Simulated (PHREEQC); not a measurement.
A solution holds 0.039 mol Fe2(SO4)3 per kg of water, at 20 °C. Closed to the air; pH follows from the charge balance.

Computed with PHREEQC (ion-association model, phreeqc.dat).

**Question.** The ionic strength comes out as 0.135 mol/kgw. What activity coefficients do FeHSO4+2, H+, Fe(OH)2+, Fe+3, Fe(SO4)2- get?

**Answer.** FeHSO4+2 0.35, H+ 0.81, Fe(OH)2+ 0.77, Fe+3 0.16, Fe(SO4)2- 0.77.

No solid was allowed to form. Saturation is exceeded, for instance for Hematite (slow to form), Goethite (slow to form); the values hold only as long as no solid forms. Species that the database lacks are ignored.
